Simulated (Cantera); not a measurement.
Feed: 1 mol Ti(OiPr)4, 4.9 mol O2, 140 mol H2, held at 1400 K and 13.0 Pa.

Cantera equilibrium calculation (NASA polynomials, part measured and part estimated; ideal gas, pure solids and liquids). Candidate condensed phases: C, C6H6, C7H8, C8H18, H2O, Ti, TiC, TiO, TiO2, Ti2O3, Ti3O5, Ti4O7; 113 gas species. The feed counts by its element totals alone. Rates play no part.

### Question
What is the equilibrium state?

### Answer
- x(H2) = 0.927
- x(CO) = 0.0722
- x(H2O) = 0.000775
- x(H) = 0.000411
- x(CO2) = 2.78e-5
- n(Ti3O5(s)) = 0.333 mol
- gas amount = 166.0 mol
- log10 activity of Ti4O7(s) (absent) = -0.10
- log10 activity of Ti2O3(s) (absent) = -0.23
- log10 activity of C(graphite) (absent) = -4.38
